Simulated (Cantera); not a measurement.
An isothermal, constant-pressure homogeneous reactor starts with CH4 : H2O = 1 : 3.5 (molar parts), at 1673 K and 9750 Torr.

Detailed kinetics in Cantera: GRI-Mech 3.0 (53 species, 325 reactions). The pressure lies above the range GRI-Mech 3.0 was tuned for (to about 10 atm).

One state of this run: x CH4 = 0.0551; x H2O = 0.524; x CH2O = 2.52e-6; x CO = 0.0522; x HO2 = <1e-12; x C2H2 = 0.0185. x: mole fraction; the columns are a selection and need not sum to one.

**Question.** Which value of t (s) does it belong to?
A) 0.0801
B) 0.000214
C) 9.17
D) 0.262

**Answer.** A, 0.0801
